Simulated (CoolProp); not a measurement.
Saturation properties of nitrous oxide.

Computed with CoolProp (reference Helmholtz-energy equation of state, Lemmon 2006). It is a short technical equation, of lower accuracy than the large ones.

| T (K) | p (MPa) | liquid density (kg/m³) | vapour density (kg/m³) | enthalpy of vaporisation (kJ/kg) | liquid cp (kJ/(kg K)) | surface tension (mN/m) |
|---|---|---|---|---|---|---|
| 207.5 | 0.3343 | 1161 | 9.085 | 347.0 | 1.752 | 18.6 |
| 215.8 | 0.4810 | 1134 | 12.81 | 336.2 | 1.775 | 16.8 |
| 224 | 0.6692 | 1107 | 17.55 | 324.7 | 1.803 | 15.1 |
| 232.2 | 0.9076 | 1078 | 23.57 | 312.5 | 1.839 | 13.3 |
| 240.5 | 1.208 | 1048 | 31.23 | 299.2 | 1.886 | 11.6 |
| 248.7 | 1.570 | 1016 | 40.67 | 284.8 | 1.945 | 9.99 |
| 256.9 | 2.006 | 982.4 | 52.42 | 269.2 | 2.023 | 8.39 |
| 265.2 | 2.531 | 945.6 | 67.28 | 251.6 | 2.129 | 6.83 |
| 273.4 | 3.142 | 905.8 | 85.80 | 232.0 | 2.278 | 5.34 |

It boils at 184.7 K under 1 atm.

Surface tension comes from a separate correlation (Mulero 2012).
